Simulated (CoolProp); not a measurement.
Dimethyl carbonate along the isotherm 600 K: density (kg/m³) from the reference equation and from simpler models built on Tc = 557.0 K, pc = 4.909 MPa, ω = 0.346; each cubic takes its own stable root.

Model: reference Helmholtz-energy equation of state, Zhou 2011, in CoolProp.

```
p (MPa)  phase  reference
-------  -----  ---------
0.164      gas      2.988
0.327      gas      6.014
0.491      gas      9.115
0.655      gas      12.28
0.818      gas      15.48
0.982      gas      18.77
1.15       gas      22.22
1.31       gas      25.57
1.47       gas      28.99
1.64       gas      32.71
1.8        gas      36.30
1.96       gas      39.97
2.13       gas      43.96
2.29       gas      47.82
2.45       gas      51.79
```

Task: How far does each simpler model (van der Waals, Redlich-Kwong, Soave-Redlich-Kwong, Peng-Robinson) lie from the reference over these 15 states: mean and median of the absolute difference, and the worst?

Result: 
- van der Waals: mean 0.5 %, median 0.5 %, worst -0.8 % at 600 K and 2.45 MPa
- Redlich-Kwong: mean 0.2 %, median 0.2 %, worst +0.4 % at 600 K and 2.45 MPa
- Soave-Redlich-Kwong: mean 0.3 %, median 0.3 %, worst -0.7 % at 600 K and 2.45 MPa
- Peng-Robinson: mean 0.7 %, median 0.7 %, worst +1.3 % at 600 K and 2.45 MPa
